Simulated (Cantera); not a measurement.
Diamond growth

A diamond (100) surface in a fixed gas of H2 with x(CH4) = 0.015, x(H) = 0.00035, at 1398 K, 13000 Pa; coverages are run to steady state.

Computed with Cantera and the Harris–Goodwin 1993 mechanism for the reconstructed diamond (100) surface.

| x(CH3) | growth (µm/h) | θ c6HH | θ c6H* | θ c6*H | θ c6** | θ c6HM |
|---|---|---|---|---|---|---|
| 1e-06 | 0.00313 | 0.514 | 0.0463 | 0.425 | 0.0147 | 5.41e-7 |
| 2.5e-06 | 0.00781 | 0.514 | 0.0463 | 0.425 | 0.0147 | 1.35e-6 |
| 6.4e-06 | 0.0200 | 0.514 | 0.0463 | 0.425 | 0.0147 | 3.46e-6 |
| 1.6e-05 | 0.0500 | 0.514 | 0.0463 | 0.425 | 0.0147 | 8.66e-6 |
| 4.1e-05 | 0.128 | 0.514 | 0.0463 | 0.425 | 0.0146 | 2.22e-5 |
| 0.0001 | 0.310 | 0.514 | 0.0462 | 0.424 | 0.0146 | 5.40e-5 |
| 0.00026 | 0.796 | 0.514 | 0.0462 | 0.424 | 0.0144 | 0.000140 |
| 0.00066 | 1.96 | 0.513 | 0.0461 | 0.423 | 0.0139 | 0.000354 |
| 0.0017 | 4.67 | 0.511 | 0.0458 | 0.421 | 0.0129 | 0.000902 |
θ: site fractions in the mechanism's names (c6HH fully hydrogenated, c6H* and c6*H radical sites, c6** diradical, c6HM methylated).
